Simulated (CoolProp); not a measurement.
C3F8 (R218) along the isotherm 294.9 K: Z from the reference equation and from simpler models built on Tc = 345.0 K, pc = 2.640 MPa, ω = 0.317; each cubic takes its own stable root.

The numbers come from the reference Helmholtz-energy equation of state, Lemmon 2006 in CoolProp. It is a short technical equation, of lower accuracy than the large ones.

```
p (MPa)   phase  reference  Soave-Redlich-Kwong  Peng-Robinson
-------  ------  ---------  -------------------  -------------
0.00417     gas     0.9991               0.9991         0.9990
0.0065      gas     0.9986               0.9986         0.9985
0.0101      gas     0.9978               0.9978         0.9976
0.0158      gas     0.9966               0.9966         0.9963
0.0245      gas     0.9947               0.9947         0.9943
0.0382      gas     0.9918               0.9917         0.9910
0.0595      gas     0.9871               0.9870         0.9860
0.0926      gas     0.9798               0.9796         0.9781
0.144       gas     0.9681               0.9680         0.9656
0.225       gas     0.9491               0.9493         0.9455
0.35        gas     0.9181               0.9191         0.9133
0.544       gas     0.8647               0.8687         0.8598
0.848    liquid    0.04841              0.05326        0.04692
1.32     liquid    0.07494              0.08198        0.07230
```
